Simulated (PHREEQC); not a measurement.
Consider water at 25 °C with 6.5 mmol/kgw HF, 6.9 mmol/kgw NH4HF2 and 0.34 mmol/kgw H2SiF6. Closed to the air; pH follows from the charge balance.

Computed with PHREEQC (ion-association model, wateq4f.dat).

This is a speciation only: nothing precipitates in the calculation.

Problem. What pH, ionic strength does the model give?

Solution. pH 2.92; ionic strength 0.00855 mol/kgw.

Problem. In which forms is F present?

Solution. HF 53 %, F- 32 %, SiF6-2 9.1 %, H2F2 3.2 %, HF2- 2.9 % of the F.

Species that the database lacks are ignored. SiF6-2 is the database's only silicon fluoride.
